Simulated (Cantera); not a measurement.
An isothermal, constant-pressure homogeneous reactor starts with C2H6 : H2 = 1 : 12 (molar parts), at 1025 K and 0.263 Torr. Integrator tolerance rtol = 1e-08.

Detailed kinetics in Cantera: GRI-Mech 3.0 (53 species, 325 reactions). GRI-Mech 3.0 stops at C3 and has no aromatics, soot or wall deposition, so with more carbon than oxygen in the feed, carbon stays in small species such as C2H2 where larger ones or solid carbon would form. Radical loss at walls, strong at low pressure, is not modelled.

What does this change do: temperature 1025 to 1250 K?


| quantity | before | after |
|---|---|---|
| x(C2H6) at 10.0 s | 0.0665 (gas-phase equilibrium 1.52e-6) | 5.54e-6 (gas-phase equilibrium 3.40e-9) |
| x(H2) at 10.0 s | 0.922 (gas-phase equilibrium 0.889) | 0.891 (gas-phase equilibrium 0.932) |
| x(CH4) at 10.0 s | 0.00290 (gas-phase equilibrium 0.0785) | 0.0723 (gas-phase equilibrium 0.00175) |
| x(CH3) at 10.0 s | 1.11e-5 (gas-phase equilibrium 3.43e-7) | 3.09e-5 (gas-phase equilibrium 9.12e-7) |
| x(C2H) at 10.0 s | <1e-12 (gas-phase equilibrium <1e-12) | 7.37e-11 (gas-phase equilibrium 5.15e-10) |
